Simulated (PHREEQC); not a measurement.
Consider water at 25 °C with 0.026 mol/kgw HCl, 3.9e-05 mol/kgw ZnSO4 and 0.0012 mol/kgw MgCl2. Closed to the air; pH follows from the charge balance.

All values are PHREEQC results (ion-association model, phreeqc.dat), not measurements.

| quantity | before | after |
|---|---|---|
| HSO4- (mol/kgw) | 2.18e-5 | 8.38e-6 |
| SO4-2 (mol/kgw) | 1.58e-5 | 1.05e-5 |
| ZnCl+ (mol/kgw) | 1.52e-6 | 4.51e-7 |
| MgSO4 (mol/kgw) | 1.28e-6 | 5.75e-7 |

Task: What was changed between the two runs?
A) diluted 10-fold with water
B) MgCl2 from 0.0012 to 0.00024 mol/kgw
C) diluted 5-fold with water
D) diluted 2-fold with water
E) 0.034 mol/kgw KCl added

Result: D, diluted 2-fold with water

Precipitation was switched off in this run.
